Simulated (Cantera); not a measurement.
Input: 1 mol Si, 0.81 mol Cl₂, 11 mol H₂, held at 0.520 bar.

Cantera equilibrium calculation (NASA polynomials, part measured and part estimated; ideal gas, pure solids and liquids). Candidate condensed phases: Si; 19 gas species. The tables' values for SiCl₃ are old estimates; treat these amounts as uncertain. Kinetics and transport are ignored. All values below are at 1625 K.

Base state: H₂ 0.893, HCl 0.0795, SiCl₂ 0.0248, SiCl₃ 0.00178, SiHCl₃ 0.000523, SiCl₄ 0.000299, SiH₂Cl₂ 0.000155, H 9.25e-5 (mole fractions); condensed: Si(s).

**Question.** What changes in the equilibrium state with this change: Cl₂ from 0.81 to 0.53 mol?

**Answer.** 
```
species       before     after
----------  --------  --------
H₂             0.893     0.924
HCl           0.0795    0.0606
SiCl₂         0.0248    0.0139
SiCl₄       0.000299   9.45e-5
SiCl₃        0.00178  0.000753
Si(s), mol     0.675     0.826
```
